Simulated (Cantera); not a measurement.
Input: 1 mol SiH2Cl2, 2.9 mol NH3, at 1.33 mbar.

Cantera equilibrium calculation (NASA polynomials, part measured and part estimated; ideal gas, pure solids and liquids). Candidate condensed phases: NH4Cl, Si, Si3N4; 28 gas species. Kinetics and transport are ignored. All values below are at 575 °C.

Base state: H2 0.618, HCl 0.265, N2 0.113, SiCl4 0.00384, SiHCl3 1.45e-5 (mole fractions); condensed: Si3N4(s).

Q: What changes in the equilibrium state with this change: SiH2Cl2 replaced by SiHCl3?

A: 
```tsv
species	before	after
H2	0.618	0.507
HCl	0.265	0.354
N2	0.113	0.122
SiCl4	0.00384	0.0172
SiHCl3	1.45e-5	3.99e-5
Si3N4(s), mol	0.324	0.293
```
